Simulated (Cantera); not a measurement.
## Hydrocarbon pyrolysis for carbon deposition

An isothermal, constant-pressure homogeneous reactor starts with CH₄ : H₂ = 1 : 3.8 (molar parts), at 1800 K and 0.00170 bar.

Model: GRI-Mech 3.0 (53 species, 325 reactions), integrated in Cantera. GRI-Mech 3.0 stops at C3 and has no aromatics, soot or wall deposition, so with more carbon than oxygen in the feed, carbon stays in small species such as C2H2 where larger ones or solid carbon would form. Radical loss at walls, strong at low pressure, is not modelled.

| t (s) | x CH₄ | x H₂ | x H | x C₂H₂ | x C₂H₄ | x CH₂ | x CH₃ |
|---|---|---|---|---|---|---|---|
| 0.000100 | 0.208 | 0.792 | 2.24e-6 | <1e-12 | <1e-12 | 1.79e-12 | 4.67e-6 |
| 0.000446 | 0.208 | 0.792 | 6.29e-6 | <1e-12 | 3.11e-10 | 8.49e-11 | 2.45e-5 |
| 0.00199 | 0.208 | 0.792 | 2.32e-5 | 3.06e-10 | 5.18e-8 | 2.86e-9 | 0.000114 |
| 0.00888 | 0.208 | 0.792 | 9.91e-5 | 1.73e-7 | 5.23e-6 | 6.36e-8 | 0.000514 |
| 0.0396 | 0.205 | 0.792 | 0.000456 | 0.000106 | 0.000385 | 1.11e-6 | 0.00233 |
| 0.177 | 0.145 | 0.824 | 0.00177 | 0.0209 | 0.00282 | 7.19e-6 | 0.00612 |
| 0.788 | 0.0403 | 0.887 | 0.00240 | 0.0682 | 0.000282 | 4.43e-6 | 0.00218 |
| 3.52 | 0.00519 | 0.907 | 0.00400 | 0.0837 | 1.25e-5 | 2.04e-6 | 0.000461 |
| 15.7 | 0.000282 | 0.906 | 0.00763 | 0.0857 | 3.26e-6 | 4.48e-7 | 4.79e-5 |
| 70.0 | 3.81e-5 | 0.906 | 0.00832 | 0.0858 | 3.07e-6 | 7.29e-8 | 7.06e-6 |
x: mole fraction; the columns are a selection and need not sum to one.

Equilibrium at this temperature and pressure: CH₄ 2.48e-5, H₂ 0.906, H 0.00832, C₂H₂ 0.0858, C₂H₄ 3.07e-6, CH₂ 4.74e-8, CH₃ 4.59e-6 (gas phase only).
